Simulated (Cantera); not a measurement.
A perfectly stirred reactor is fed with 6.65 % CH₄, 2.06 % C₂H₆, 18.6 % O₂, 69.9 % N₂, 2.79 % CO₂, at 5.00 bar; it is adiabatic with a 725 K inlet, and is followed from long to short residence time, starting on the burning branch (τ in s: 0.049, 0.021, 0.0089, 0.0037, 0.0016, 0.00067, 0.00028, 0.00012, 5.1e-05, 2.2e-05, 9.1e-06).

Model: GRI-Mech 3.0 (53 species, 325 reactions), integrated in Cantera.

x: mole fraction; the columns are a selection and need not sum to one.

| τ (s) | T (K) | x CH₄ | x C₂H₆ | x O₂ | x CH₂CO | x HO₂ | x CH₃ | x CH₂O |
|---|---|---|---|---|---|---|---|---|
| 0.049 | 2442 | 1.45e-6 | 2.55e-8 | 0.00155 | 1.31e-8 | 6.39e-7 | (withheld) | 2.76e-7 |
| 0.021 | 2439 | 3.11e-6 | 5.90e-8 | 0.00174 | 3.04e-8 | 7.29e-7 | (withheld) | 6.04e-7 |
| 0.0089 | 2432 | 6.33e-6 | 1.37e-7 | 0.00213 | 7.10e-8 | 9.13e-7 | (withheld) | 1.27e-6 |
| 0.0037 | 2419 | 1.23e-5 | 3.22e-7 | 0.00283 | 1.68e-7 | 1.27e-6 | (withheld) | 2.56e-6 |
| 0.0016 | 2398 | 2.21e-5 | 7.23e-7 | 0.00390 | 3.77e-7 | 1.89e-6 | (withheld) | 4.73e-6 |
| 0.00067 | 2367 | 4.02e-5 | 1.65e-6 | 0.00553 | 8.68e-7 | 2.98e-6 | (withheld) | 8.63e-6 |
| 0.00028 | 2324 | 7.46e-5 | 3.75e-6 | 0.00776 | 1.98e-6 | 4.82e-6 | (withheld) | 1.56e-5 |
| 0.00012 | 2271 | 0.000143 | 8.31e-6 | 0.0106 | 4.36e-6 | 7.76e-6 | (withheld) | 2.86e-5 |
| 5.1e-5 | 2207 | 0.000305 | 1.93e-5 | 0.0145 | 9.83e-6 | 1.29e-5 | (withheld) | 5.62e-5 |
| 2.2e-5 | 2125 | 0.000792 | 5.16e-5 | 0.0212 | 2.56e-5 | 2.41e-5 | (withheld) | 0.000128 |
| 9.1e-6 | 725 | 0.0665 | 0.0206 | 0.186 | <1e-12 | <1e-12 | <1e-12 | <1e-12 |

Q: Fill in the missing entries.

A: 
- 0.049, x CH₃: 1.23e-6
- 0.021, x CH₃: 2.65e-6
- 0.0089, x CH₃: 5.45e-6
- 0.0037, x CH₃: 1.06e-5
- 0.0016, x CH₃: 1.88e-5
- 0.00067, x CH₃: 3.31e-5
- 0.00028, x CH₃: 5.83e-5
- 0.00012, x CH₃: 0.000105
- 5.1e-5, x CH₃: 0.000204
- 2.2e-5, x CH₃: 0.000469
